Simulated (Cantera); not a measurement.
A freely propagating, adiabatic, planar premixed flame of CH4 : C2H6 : C3H8 : O2 : N2 = 1 : 0.56 : 0.1 : 6.19 : 23.3 (molar parts), equivalence ratio 0.72, unburnt at 500 K and 1000000 Pa; mixture-averaged transport, grid criteria slope 0.08 and curve 0.16, no radiation.

Cantera simulation using GRI-Mech 3.0 (53 species, 325 reactions); the numbers are that mechanism's predictions, not measurements. Burning velocities carry a grid error of a few per cent, more on coarse grids.

**Question.** What does this change do: inlet temperature 500 to 648 K?

**Answer.** 
```json
[
 {"quantity": "laminar burning velocity", "before": "27.4 cm/s", "after": "52.7 cm/s"},
 {"quantity": "thermal thickness", "before": "0.0832 mm", "after": "0.0638 mm"},
 {"quantity": "peak x(CH2)", "before": "6.78e-6", "after": "1.17e-5"},
 {"quantity": "peak x(HCN)", "before": "2.08e-7", "after": "3.64e-7"},
 {"quantity": "peak x(HCO)", "before": "8.29e-6", "after": "1.39e-5"}
]
```
